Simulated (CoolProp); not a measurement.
Saturation properties of n-perfluoropentane (Tc = 421.0 K, pc = 2.063 MPa, ω = 0.436).

Values from CoolProp's reference Helmholtz-energy equation of state, Gao 2022.

```
T (K)   p (MPa)  liquid density (kg/m³)  liquid cp (kJ/(kg K))
-----  --------  ----------------------  ---------------------
236.4  0.003792                    1792                 0.9280
250.8         …                    1751                 0.9553
265.1         …                       …                 0.9829
279.5   0.04012                    1664                  1.011
293.8         …                       …                  1.039
308.2         …                    1571                  1.068
322.5    0.2001                    1520                  1.098
336.9    0.3076                       …                      …
351.2    0.4530                    1405                  1.165
```

Problem. What belongs in the gaps?

Solution. 
- 250.8, p (MPa): 0.009326
- 265.1, p (MPa): 0.02026
- 265.1, liquid density (kg/m³): 1708
- 293.8, p (MPa): 0.07295
- 293.8, liquid density (kg/m³): 1619
- 308.2, p (MPa): 0.1245
- 336.9, liquid density (kg/m³): 1465
- 336.9, liquid cp (kJ/(kg K)): 1.129

It boils at 302.5 K under 1 atm.
